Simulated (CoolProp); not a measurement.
A Linde-Hampson liquefier for methane: isothermal reversible compression at 250 K from 1 atm to 20 MPa, throttling to 1 atm, return gas leaving the recuperator 5 K below the feed. Each further row changes one setting.

Values from CoolProp's reference Helmholtz-energy equation of state, Setzmann 1991.

```json
[
 {"case": "as stated", "liquid yield per pass": "0.317", "compression work (kJ/kg of gas)": "613"},
 {"case": "high pressure 40 MPa", "liquid yield per pass": "0.347", "compression work (kJ/kg of gas)": "688"},
 {"case": "warm-end temperature 280 K", "liquid yield per pass": "0.229", "compression work (kJ/kg of gas)": "714"},
 {"case": "warm-end gap 10 K", "liquid yield per pass": "0.307", "compression work (kJ/kg of gas)": "613"}
]
```
